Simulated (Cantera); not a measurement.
Charge: 1 mol AlBr3, 0.38 mol H2O, 73 mol H2, equilibrated at 10.0 Torr.

Equilibrium computed with Cantera from the NASA thermochemical tables; the gas is ideal and each condensed phase is pure. Candidate condensed phases: Al, AlBr3, Al2O3, Br2, H2O; 25 gas species. The tables' values for AlOH are old estimates; treat these amounts as uncertain. Rates play no part.

x: gas mole fraction; n: condensed amount in mol.

```csv
T (°C),x H2,x H,x HBr,x Br,x AlBr,x H2O,n Al2O3(s)
1327,0.961,0.000462,0.0275,0.000931,0.00918,4.59e-6,0.127
1377,0.960,0.000771,0.0278,0.00134,0.00955,9.55e-6,0.126
1427,0.959,0.00125,0.0277,0.00186,0.00973,1.91e-5,0.126
1477,0.958,0.00197,0.0272,0.00250,0.00982,3.64e-5,0.126
1527,0.957,0.00303,0.0265,0.00327,0.00985,6.67e-5,0.125
1577,0.956,0.00456,0.0256,0.00418,0.00987,0.000118,0.123
1627,0.953,0.00671,0.0245,0.00523,0.00987,0.000199,0.121
1677,0.950,0.00968,0.0232,0.00640,0.00987,0.000326,0.117
1727,0.946,0.0137,0.0219,0.00768,0.00985,0.000517,0.112
1777,0.940,0.0191,0.0204,0.00904,0.00981,0.000794,…
1827,0.933,0.0261,0.0189,0.0105,0.00972,0.00119,…
1877,0.923,0.0351,0.0174,0.0119,0.00957,0.00173,…
1927,0.910,0.0465,0.0159,0.0134,0.00932,0.00248,…
```

**Question.** Some entries are withheld; supply them.

**Answer.** 
- 1777, n Al2O3(s): 0.103
- 1827, n Al2O3(s): 0.0910
- 1877, n Al2O3(s): 0.0732
- 1927, n Al2O3(s): 0.0478
